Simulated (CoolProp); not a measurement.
Vapour-liquid equilibrium of R22 (1) + n-pentane (2) at 1.56 bar; x and y are mole fractions of (1).

The numbers come from the multi-fluid Helmholtz-energy mixture model, Kamei 1995 and Thol 2019; pair parameters Bell 2016 in CoolProp.

| x | bubble temperature, mixture model (K) | bubble temperature, Raoult's law (K) | y, mixture model | y, Raoult's law |
|---|---|---|---|---|
| 0.05 | 298.7 | 307.2 | 0.559 | 0.424 |
| 0.125 | 277.5 | 291.7 | 0.822 | 0.700 |
| 0.2 | 266.2 | 281.2 | 0.901 | 0.822 |
| 0.275 | 259.5 | 273.4 | 0.933 | 0.885 |
| 0.35 | 255.3 | 267.4 | 0.949 | 0.922 |
| 0.425 | 252.5 | 262.5 | 0.959 | 0.946 |
| 0.5 | 250.6 | 258.5 | 0.965 | 0.962 |
| 0.575 | 249.1 | 255.1 | 0.970 | 0.973 |
| 0.65 | 247.9 | 252.1 | 0.974 | 0.981 |
| 0.725 | 246.8 | 249.5 | 0.978 | 0.987 |
| 0.8 | 245.6 | 247.1 | 0.982 | 0.992 |
| 0.875 | 244.4 | 245.1 | 0.987 | 0.995 |
| 0.95 | 243.0 | 243.2 | 0.994 | 0.998 |

The largest gap from Raoult's law is -15.0 K in bubble temperature, at x = 0.2. No azeotrope shows between x = 0.05 and 0.95.

Pair parameters are fitted to limited data, so mixtures are less certain than the pure fluids. With so large a gap from Raoult's law the liquid may split in two, which this calculation doesn't test in full.
